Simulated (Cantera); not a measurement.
**Equilibrium for iron carbonyl, mercury and lead vapours: Pb + CO + N2**

Charge: 1 mol Pb, 0.16 mol CO, a varied amount of N2, equilibrated at 1.10 mbar.

Cantera equilibrium calculation (NASA polynomials, part measured and part estimated; ideal gas, pure solids and liquids). Candidate condensed phases: C, Pb, PbO, PbO2, Pb3O4; 27 gas species. Rates play no part.

### Question
Map the stable condensed phases over T = 527, 577, 627, 677, 727, 777, 827, 877, 927, 977, 1027, 1077, 1127, 1177 °C and n(N2) in mol = 0.11, 0.19, 0.26, 0.33, 0.41, 0.48, 0.56, 0.63, 0.71, 0.78, 0.86, 0.93, 1.

### Answer
```
T in °C \ n(N2) in mol
         0.11 0.19 0.26 0.33 0.41 0.48 0.56 0.63 0.71 0.78 0.86 0.93    1
   1177     A    A    A    A    A    A    A    A    A    A    A    A    A
   1127     A    A    A    A    A    A    A    A    A    A    A    A    A
   1077     A    A    A    A    A    A    A    A    A    A    A    A    A
   1027     A    A    A    A    A    A    A    A    A    A    A    A    A
    977     A    A    A    A    A    A    A    A    A    A    A    A    A
    927     B    B    B    B    B    B    A    A    A    A    A    A    A
    877     B    B    B    B    B    B    B    B    B    B    B    B    B
    827     B    B    B    B    B    B    B    B    B    B    B    B    B
    777     C    C    B    B    B    B    B    B    B    B    B    B    B
    727     C    C    C    C    C    C    C    C    C    C    B    B    B
    677     C    C    C    C    C    C    C    C    C    C    C    C    C
    627     C    C    C    C    C    C    C    C    C    C    C    C    C
    577     C    C    C    C    C    C    C    C    C    C    C    C    C
    527     C    C    C    C    C    C    C    C    C    C    C    C    C
```
A: gas only; B: Pb; C: C + Pb.
